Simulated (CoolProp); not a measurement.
Model: reference Helmholtz-energy equation of state, Platzer 1990, in CoolProp. This equation is an older, rougher fit; its heat capacities, sound speeds and derivatives of the liquid may be far off and weren't checked against measurements.

Task: Give the vapour pressure (MPa), liquid density (kg/m³), enthalpy of vaporisation (kJ/kg), surface tension (mN/m) of saturated CF4 (R14) at -114.85, -106.95 °C.

Result: 
| T (°C) | p (MPa) | liquid density (kg/m³) | enthalpy of vaporisation (kJ/kg) | surface tension (mN/m) |
|---|---|---|---|---|
| -114.85 | 0.235 | 1530 | 127 | 9.67 |
| -106.95 | 0.363 | 1480 | 121 | 8.32 |

Surface tension comes from a separate correlation (Mulero 2012).
